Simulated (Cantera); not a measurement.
An adiabatic, constant-pressure homogeneous reactor starts with CO : H₂ : O₂ : N₂ = 1 : 0.037 : 1.52 : 16.8 (molar parts), equivalence ratio 0.34, at 950 K and 0.464 atm.

Cantera simulation using GRI-Mech 3.0 (53 species, 325 reactions); the numbers are that mechanism's predictions, not measurements.

Task: Predict: time of steepest temperature rise; temperature at 0.700 s; equilibrium temperature; x(CO) at 0.700 s; x(H₂) at 0.700 s; x(O₂) at 0.700 s; x(HO₂) at 0.700 s; x(NO) at 0.700 s; x(H) at 0.700 s.

Result: 
```json
{
  "time_of_steepest_temperature_rise": "11.6 ms",
  "temperature at 0.700 s": "1394 K",
  "equilibrium_temperature": "1394 K",
  "x(CO) at 0.700 s": "1.12e-6 (gas-phase equilibrium 2.97e-7)",
  "x(H₂) at 0.700 s": "1.39e-8 (gas-phase equilibrium 5.12e-9)",
  "x(O₂) at 0.700 s": "0.0532 (gas-phase equilibrium 0.0530)",
  "x(HO₂) at 0.700 s": "7.18e-9 (gas-phase equilibrium 3.54e-9)",
  "x(NO) at 0.700 s": "2.52e-6 (gas-phase equilibrium 0.000375)",
  "x(H) at 0.700 s": "2.02e-9 (gas-phase equilibrium 4.68e-10)"
}
```
